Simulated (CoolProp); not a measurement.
Vapour-liquid equilibrium of nitrogen (1) + oxygen (2) at 0.247 MPa; x and y are mole fractions of (1).

Values from CoolProp's multi-fluid Helmholtz-energy mixture model, Span 2000 and Schmidt 1985; pair parameters Gernert 2013.

Give the bubble temperature and the first vapour's composition at x = 0.35, 0.425, 0.8. Is there an azeotrope?

x = 0.35: 92.5 K, y = 0.637; x = 0.425: 91.5 K, y = 0.705; x = 0.8: 87.5 K, y = 0.926. No azeotrope shows between x = 0.05 and 0.95.

The pair parameters rest on a limited set of measurements; away from them the model extrapolates.
